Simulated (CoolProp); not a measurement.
A single-stage vapour-compression cycle with propane: evaporating at 229.15 K (dew point), condensing at 261.15 K (bubble point), superheat 0 K, subcooling 2 K, compressor efficiency 0.6, no pressure losses. Each further row changes one setting.

Computed with CoolProp (reference Helmholtz-energy equation of state, Lemmon 2009).

```tsv
case	cooling COP	pressure ratio	discharge temperature (K)	refrigerating effect (kJ/kg)	volumetric capacity (kJ/m³)
as stated	3.86	3.47	293.9	358	800
evaporating temperature 234.15 K	4.76	2.78	(withheld)	(withheld)	997
condensing temperature 256.15 K	4.67	2.92	285.0	370	827
subcooling 7 K	(withheld)	3.47	293.9	370	827
superheat 10 K	(withheld)	3.47	(withheld)	(withheld)	(withheld)
compressor efficiency 0.5	(withheld)	3.47	304.5	358	800
```

What belongs in the gaps?


- evaporating temperature 234.15 K, discharge temperature (K): 287.9
- evaporating temperature 234.15 K, refrigerating effect (kJ/kg): 364
- subcooling 7 K, cooling COP: 3.99
- superheat 10 K, cooling COP: 3.84
- superheat 10 K, discharge temperature (K): 304.7
- superheat 10 K, refrigerating effect (kJ/kg): 372
- superheat 10 K, volumetric capacity (kJ/m³): 794
- compressor efficiency 0.5, cooling COP: 3.22
